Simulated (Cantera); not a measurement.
A closed system holds: 1 mol n-butane, 1.9 mol O2, 0.19 mol N2, 59 mol H2, held at 2652 °C and 490000 Pa.

These are equilibrium values from Cantera (NASA tables, ideal gas, pure condensed phases), not measurements of a reactor. Candidate condensed phases: C, C6H6, C7H8, C8H18, H2O; 136 gas species. The numbers say what is thermodynamically allowed, not how fast it happens.

Base state: H2 0.888, CO 0.0544, H 0.0531, N2 0.00212, HCN 0.00101, C2H2 (acetylene) 0.000784, HNC 0.000180, CH4 4.36e-5 (mole fractions); condensed: gas only.

What changes in the equilibrium state with this change: temperature from 2652 °C to 427 °C?


| species | before | after |
|---|---|---|
| H2 | 0.888 | 0.866 |
| CH4 | 4.36e-5 | 0.0666 |
| H2O | 1.78e-5 | 0.0632 |
| CO | 0.0544 | 7.41e-8 |
| H | 0.0531 | <1e-9 |
| HCN | 0.00101 | <1e-9 |
| C2H2 (acetylene) | 0.000784 | <1e-9 |
| HNC | 0.000180 | <1e-9 |
| CH3 | 4.21e-5 | <1e-9 |
| NH3 | 1.36e-6 | 0.00177 |
